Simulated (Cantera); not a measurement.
Adiabatic ignition

An adiabatic, constant-pressure homogeneous reactor starts with CO : H2 : CH4 : O2 : N2 : H2O = 1 : 0.16 : 0.22 : 1.2 : 4.51 : 0.22 (molar parts), at 1400 K and 10.0 bar.

Detailed kinetics in Cantera: GRI-Mech 3.0 (53 species, 325 reactions).

| t (s) | T (K) | x CO | x H2 | x CH4 | x N2O | x CH2O |
|---|---|---|---|---|---|---|
| 7.00e-6 | 1400 | 0.137 | 0.0219 | 0.0301 | 5.22e-11 | 1.11e-6 |
| 2.24e-5 | 1415 | 0.136 | 0.0213 | 0.0287 | 4.18e-9 | 0.000419 |
| 7.19e-5 | 2800 | 0.0349 | 0.00380 | <1e-12 | 2.00e-6 | 5.31e-10 |
| 0.000230 | 2797 | 0.0346 | 0.00378 | <1e-12 | 2.01e-6 | 5.26e-10 |
| 0.000738 | 2787 | 0.0346 | 0.00380 | <1e-12 | 2.09e-6 | 5.28e-10 |
| 0.00237 | 2784 | 0.0346 | 0.00380 | <1e-12 | 2.13e-6 | 5.29e-10 |
| 0.00758 | 2784 | 0.0346 | 0.00380 | <1e-12 | 2.13e-6 | 5.29e-10 |
| 0.0243 | 2784 | 0.0346 | 0.00380 | <1e-12 | 2.13e-6 | 5.29e-10 |
| 0.0779 | 2784 | 0.0346 | 0.00380 | <1e-12 | 2.13e-6 | 5.29e-10 |
| 0.250 | 2784 | 0.0346 | 0.00380 | <1e-12 | 2.13e-6 | 5.29e-10 |
| 0.800 | 2784 | 0.0346 | 0.00380 | <1e-12 | 2.13e-6 | 5.29e-10 |
x: mole fraction; the columns are a selection and need not sum to one.

```json
{
  "time_of_steepest_temperature_rise": "41.7 µs",
  "temperature at 0.800 s": "2784 K",
  "equilibrium_temperature": "2784 K",
  "x(CO) at 0.800 s": "0.0346 (gas-phase equilibrium 0.0346)",
  "x(H2) at 0.800 s": "0.00380 (gas-phase equilibrium 0.00380)",
  "x(CH4) at 0.800 s": "<1e-12 (gas-phase equilibrium <1e-12)"
}
```
